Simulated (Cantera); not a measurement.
Feed: 1 mol Ti, 1.1 mol CH4, held at 1052 °C and 15.0 Pa.

These are equilibrium values from Cantera (NASA tables, ideal gas, pure condensed phases), not measurements of a reactor. Candidate condensed phases: C, C6H6, C7H8, C8H18, Ti, TiC; 77 gas species. TiC: taken at fixed stoichiometry. Kinetics and transport are ignored.

Base state: H2 1.000, H 0.000134 (mole fractions); condensed: C(graphite) + TiC(s).

Q: What changes in the equilibrium state with this change: Ti replaced by TiCl4?

A: 
| species | before | after |
|---|---|---|
| HCl | 0 | 0.760 |
| H2 | 1.000 | 0.167 |
| TiCl3 | 0 | 0.0575 |
| TiCl4 | 0 | 0.0154 |
| Cl | 0 | 0.000208 |
| TiCl2 | 0 | 0.000184 |
| C(graphite), mol | 0.1000 | 0.394 |
| TiC(s), mol | 1.00 | 0.706 |
The tables' values for TiCl2 are old estimates; treat these amounts as uncertain. Further candidate phases: TiCl2, TiCl3, TiCl4.
